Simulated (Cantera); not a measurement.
Low-pressure radical oxidation in H2/O2

An isothermal, constant-pressure homogeneous reactor starts with 31.2 % H2, 13.8 % O2, 55.0 % N2, equivalence ratio 1.1, at 900 K and 2670 Pa.

Cantera simulation using the H2/O2 subset of GRI-Mech 3.0, which has no nitrogen chemistry; the numbers are that mechanism's predictions, not measurements. Radical loss at walls, strong at low pressure, is not modelled. Below about 950 K walls govern HO2 and H2O2 in real vessels. The temperature is held fixed by assumption; the heat of reaction is taken as removed at once.

```tsv
t (s)	x H2	x O2	x H	x H2O	x O	x HO2	x H2O2
7.00e-5	0.312	0.138	2.79e-12	<1e-12	<1e-12	2.79e-12	<1e-12
0.000227	0.312	0.138	9.85e-12	1.45e-12	<1e-12	9.14e-12	<1e-12
0.000736	0.312	0.138	4.94e-11	2.51e-11	3.30e-12	3.09e-11	<1e-12
0.00239	0.312	0.138	9.83e-10	1.02e-9	6.94e-11	1.56e-10	<1e-12
0.00774	0.312	0.137	5.48e-6	6.26e-6	3.88e-7	3.52e-7	3.85e-10
0.0251	0.0369	0.00996	0.0530	0.285	0.00138	9.17e-7	3.14e-8
0.0814	0.0380	0.000236	0.0116	0.316	4.03e-5	2.36e-8	3.85e-9
0.264	0.0419	1.13e-5	0.00318	0.318	2.33e-6	1.14e-9	8.62e-10
0.856	0.0430	9.00e-7	0.000943	0.319	1.94e-7	9.20e-11	2.44e-10
2.78	0.0433	8.15e-8	0.000287	0.319	1.77e-8	8.65e-12	7.30e-11
9.00	0.0434	7.74e-9	8.83e-5	0.319	1.66e-9	<1e-12	2.21e-11
```
x: mole fraction; the columns are a selection and need not sum to one.

Equilibrium at this temperature and pressure: H2 0.0435, O2 <1e-12, H 1.50e-10, H2O 0.319, O <1e-12, HO2 <1e-12, H2O2 <1e-12 (gas phase only).
